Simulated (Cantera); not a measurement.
A freely propagating, adiabatic, planar premixed flame of 7.05 % C₂H₆, 19.0 % O₂, 71.2 % N₂, 2.82 % H₂O, unburnt at 398 K and 101000 Pa; mixture-averaged transport, grid criteria slope 0.08 and curve 0.16, no radiation.

Computed with Cantera and GRI-Mech 3.0 (53 species, 325 reactions). Burning velocities carry a grid error of a few per cent, more on coarse grids.

Q: Predict: laminar burning velocity; thermal thickness; peak x(CO); peak x(HCO).

A: 
| Property | Value |
|---|---|
| laminar burning velocity | 51.8 cm/s |
| thermal thickness | 0.398 mm |
| peak x(CO) | 0.0819 |
| peak x(HCO) | 4.71e-5 |
